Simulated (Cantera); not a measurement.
A closed system holds: 1 mol BCl3, 1.5 mol N2, 0.2 mol H2, at 1000 K and 1.35 Torr.

Equilibrium computed with Cantera from the NASA thermochemical tables; the gas is ideal and each condensed phase is pure. Candidate condensed phases: B, BN, NH4Cl; 21 gas species. N2 is the only nitrogen source here; it is nearly inert below about 1500 K, so the nitride shown seldom forms there in practice. The numbers say what is thermodynamically allowed, not how fast it happens.

Base state: N2 0.531, BCl3 0.321, HCl 0.148 (mole fractions); condensed: BN(s).

What changes in the equilibrium state with this change: BCl3 replaced by B2O3?


| species | before | after |
|---|---|---|
| N2 | 0.531 | 0.882 |
| H2 | 6.99e-6 | 0.118 |
| H2O | 0 | 0.000133 |
| BCl3 | 0.321 | 0 |
| HCl | 0.148 | 0 |
| BN(s), mol | 0.133 | 0 |
| B2O3(l), mol | 0 | 1.000 |
Further candidate phases: B2O3, B3O3H3, H2O.
